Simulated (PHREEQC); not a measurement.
Make-up at 65 °C: 11 mmol/kgw HF, 4.7 mmol/kgw NH4HF2, 5 mmol/kgw H2SiF6 and 0.079 mmol/kgw H2SO4. Closed to the air; pH follows from the charge balance.

The numbers come from PHREEQC with the ion-association model, wateq4f.dat.

This is a speciation only: nothing precipitates in the calculation.

Order these F species by the share of F that they hold, largest first: HF, F-, SiF6-2, H2F2, HF2-.

SiF6-2 (59 %), HF (38 %), F- (2.3 %), H2F2 (0.79 %), HF2- (0.38 %)

The pH is 2.23 and the ionic strength 0.0163 mol/kgw. At this temperature some constants are extrapolated from 25 °C, and those without enthalpy data are left unchanged. SiF6-2 is the database's only silicon fluoride.
